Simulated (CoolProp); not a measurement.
Methane along the isotherm 155.8 K: Z from the reference equation and from simpler models built on Tc = 190.6 K, pc = 4.599 MPa, ω = 0.011; each cubic takes its own stable root.

Values from CoolProp's reference Helmholtz-energy equation of state, Setzmann 1991.

```json
[
 {"p (MPa)": "0.69", "phase": "gas", "reference": "0.9018"},
 {"p (MPa)": "1.38", "phase": "liquid", "reference": "0.04941"},
 {"p (MPa)": "2.07", "phase": "liquid", "reference": "0.07367"},
 {"p (MPa)": "2.76", "phase": "liquid", "reference": "0.09769"},
 {"p (MPa)": "3.45", "phase": "liquid", "reference": "0.1215"},
 {"p (MPa)": "4.14", "phase": "liquid", "reference": "0.1450"},
 {"p (MPa)": "4.83", "phase": "liquid", "reference": "0.1684"},
 {"p (MPa)": "5.52", "phase": "liquid", "reference": "0.1916"},
 {"p (MPa)": "6.21", "phase": "liquid", "reference": "0.2146"},
 {"p (MPa)": "6.9", "phase": "liquid", "reference": "0.2374"}
]
```

Question: How far does each simpler model (van der Waals, Redlich-Kwong, Peng-Robinson) lie from the reference over these 10 states: mean and median of the absolute difference, and the worst?

Answer: 
- van der Waals: mean 193.6 %, median 43.7 %, worst +1580.6 % at 155.8 K and 1.38 MPa
- Redlich-Kwong: mean 3.2 %, median 3.4 %, worst +4.8 % at 155.8 K and 1.38 MPa
- Peng-Robinson: mean 7.0 %, median 7.7 %, worst -8.6 % at 155.8 K and 6.9 MPa

At some of these states van der Waals gives the other phase, because its saturation line lies elsewhere.
